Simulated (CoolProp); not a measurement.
Vapour-liquid equilibrium of cis-2-butene (1) + ethanol (2) at 404.7 K; x and y are mole fractions of (1).

The numbers come from the multi-fluid Helmholtz-energy mixture model, Lemmon 2005 and Schroeder 2014; pair parameters Bell 2016 in CoolProp.

```json
[
 {"x": "0.05", "bubble pressure, mixture model (bar)": "8.656", "bubble pressure, Raoult's law (bar)": "6.964", "y, mixture model": "0.310", "y, Raoult's law": "0.183"},
 {"x": "0.125", "bubble pressure, mixture model (bar)": "12.27", "bubble pressure, Raoult's law (bar)": "8.422", "y, mixture model": "0.523", "y, Raoult's law": "0.377"},
 {"x": "0.2", "bubble pressure, mixture model (bar)": "15.23", "bubble pressure, Raoult's law (bar)": "9.880", "y, mixture model": "0.625", "y, Raoult's law": "0.515"},
 {"x": "0.275", "bubble pressure, mixture model (bar)": "17.51", "bubble pressure, Raoult's law (bar)": "11.34", "y, mixture model": "0.683", "y, Raoult's law": "0.617"},
 {"x": "0.35", "bubble pressure, mixture model (bar)": "19.16", "bubble pressure, Raoult's law (bar)": "12.80", "y, mixture model": "0.718", "y, Raoult's law": "0.696"},
 {"x": "0.425", "bubble pressure, mixture model (bar)": "20.36", "bubble pressure, Raoult's law (bar)": "14.25", "y, mixture model": "0.743", "y, Raoult's law": "0.758"},
 {"x": "0.5", "bubble pressure, mixture model (bar)": "21.28", "bubble pressure, Raoult's law (bar)": "15.71", "y, mixture model": "0.762", "y, Raoult's law": "0.809"},
 {"x": "0.575", "bubble pressure, mixture model (bar)": "22.05", "bubble pressure, Raoult's law (bar)": "17.17", "y, mixture model": "0.780", "y, Raoult's law": "0.852"},
 {"x": "0.65", "bubble pressure, mixture model (bar)": "22.79", "bubble pressure, Raoult's law (bar)": "18.63", "y, mixture model": "0.800", "y, Raoult's law": "0.887"},
 {"x": "0.725", "bubble pressure, mixture model (bar)": "23.52", "bubble pressure, Raoult's law (bar)": "20.09", "y, mixture model": "0.825", "y, Raoult's law": "0.918"},
 {"x": "0.8", "bubble pressure, mixture model (bar)": "24.23", "bubble pressure, Raoult's law (bar)": "21.54", "y, mixture model": "0.857", "y, Raoult's law": "0.944"},
 {"x": "0.875", "bubble pressure, mixture model (bar)": "24.87", "bubble pressure, Raoult's law (bar)": "23.00", "y, mixture model": "0.899", "y, Raoult's law": "0.967"},
 {"x": "0.95", "bubble pressure, mixture model (bar)": "25.31", "bubble pressure, Raoult's law (bar)": "24.46", "y, mixture model": "0.955", "y, Raoult's law": "0.988"}
]
```

The largest gap from Raoult's law is +54.4 % in bubble pressure, at x = 0.275. No azeotrope shows between x = 0.05 and 0.95.

Pair parameters are fitted to limited data, so mixtures are less certain than the pure fluids. With so large a gap from Raoult's law the liquid may split in two, which this calculation doesn't test in full.
